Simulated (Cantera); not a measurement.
An adiabatic, constant-pressure homogeneous reactor starts with CH₄ : O₂ : N₂ : CO₂ = 1 : 2.53 : 9.52 : 0.45 (molar parts), equivalence ratio 0.79, at 1800 K and 1.20 bar. Integrator tolerance rtol = 1e-08.

Model: GRI-Mech 3.0 (53 species, 325 reactions), integrated in Cantera.

| quantity | before | after |
|---|---|---|
| time of steepest temperature rise | 97.6 µs | 0.115 ms |
| temperature at 8.00 s | 2735 K | 2722 K |
| equilibrium temperature | 2735 K | 2722 K |
| x(CH₄) at 8.00 s | <1e-12 (gas-phase equilibrium <1e-12) | <1e-12 (gas-phase equilibrium <1e-12) |
| x(O₂) at 8.00 s | 0.0447 (gas-phase equilibrium 0.0447) | 0.0450 (gas-phase equilibrium 0.0450) |
| x(CO₂) at 8.00 s | 0.0692 (gas-phase equilibrium 0.0692) | 0.0684 (gas-phase equilibrium 0.0684) |
| x(C₂H₂) at 8.00 s | <1e-12 (gas-phase equilibrium <1e-12) | <1e-12 (gas-phase equilibrium <1e-12) |
| x(HO₂) at 8.00 s | 9.01e-6 (gas-phase equilibrium 9.01e-6) | 8.41e-6 (gas-phase equilibrium 8.41e-6) |
| x(H₂) at 8.00 s | 0.00886 (gas-phase equilibrium 0.00886) | 0.00913 (gas-phase equilibrium 0.00913) |

### Question
What was changed between the two runs?
(A) initial temperature 1800 to 1523 K
(B) CH4 1 to 0.4 parts
(C) pressure from 1.20 bar to 1.00 bar
(D) initial temperature 1800 to 1225 K

### Answer
C, pressure from 1.20 bar to 1.00 bar
